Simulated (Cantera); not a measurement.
Feed: 1 mol FeS, 0.82 mol H₂S, 0.84 mol CO₂, equilibrated at 4000 Pa.

Cantera equilibrium calculation (NASA polynomials, part measured and part estimated; ideal gas, pure solids and liquids). Candidate condensed phases: C, C₆H₆, C₇H₈, C₈H₁₈, Fe, Fe(CO)₅, FeO, Fe(OH)₂, Fe(OH)₃, FeS, FeSO₄, FeS₂, Fe₂O₃, Fe₂(SO₄)₃, Fe₃O₄, H₂O, H₂SO₄, S; 127 gas species. FeS: taken at fixed stoichiometry. Gases not in the tables: S₃ to S₇. Rates play no part. All values below are at 1298 K.

Base state: CO₂ 0.215, H₂O 0.206, CO 0.205, S₂ 0.154, H₂ 0.112, H₂S 0.0986, COS 0.00583, SO₂ 0.00254 (mole fractions); condensed: FeS(s).

### Question
What changes in the equilibrium state with this change: pressure from 4000 Pa to 100000 Pa?

### Answer
```csv
species,before,after
CO₂,0.215,0.275
H₂S,0.0986,0.209
H₂O,0.206,0.175
H₂,0.112,0.0572
COS,0.00583,0.0186
S₂,0.154,0.105
CO,0.205,0.158
CS₂,3.76e-5,0.000299
SO,0.000133,3.66e-5
SO₂,0.00254,0.00115
"FeS(s), mol",1.00,1.00
```
